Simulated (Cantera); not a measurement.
A closed system holds: 1 mol H2S, 0.077 mol O2, equilibrated at 500 °C and 2.00 bar.

Method: chemical equilibrium by Gibbs-energy minimisation in Cantera with the NASA 1993 tables (ideal gas, pure condensed phases). Gases not in the tables: S3 to S7. Kinetics and transport are ignored.

| species | before | after |
|---|---|---|
| H2S | 0.811 | 0.803 |
| H2O | 0.147 | 0.146 |
| S2 | 0.0299 | 0.0427 |
| S8 | 0.0110 | 0.00762 |
| S2O | 8.26e-5 | 0.000104 |
| SO2 | 0.000209 | 0.000263 |
| H2 | 0.00104 | 0.00116 |
Gas species are given as mole fractions.

Question: Which change was made?
A. pressure from 2.00 bar to 1.10 bar
B. temperature from 500 °C to 1575 °C
C. O2 from 0.077 to 0.62 mol
D. O2 from 0.077 to 0.22 mol

Answer: A, pressure from 2.00 bar to 1.10 bar
